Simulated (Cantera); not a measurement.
Charge: 1 mol SiH₄, 0.48 mol H₂O, 100 mol N₂, held at 15.0 Pa.

These are equilibrium values from Cantera (NASA tables, ideal gas, pure condensed phases), not measurements of a reactor. Candidate condensed phases: H₂O, Si, SiO₂, Si₂N₂O, Si₃N₄; 35 gas species. The tables' values for SiN are old estimates; treat these amounts as uncertain. The numbers say what is thermodynamically allowed, not how fast it happens.

Task: At 1752 °C, list the 5 most abundant gas species with their mole fractions, and the condensed phases.

Result: N₂ 0.957, H 0.0188, H₂ 0.0143, Si 0.00496, SiO 0.00459. Condensed: gas only.
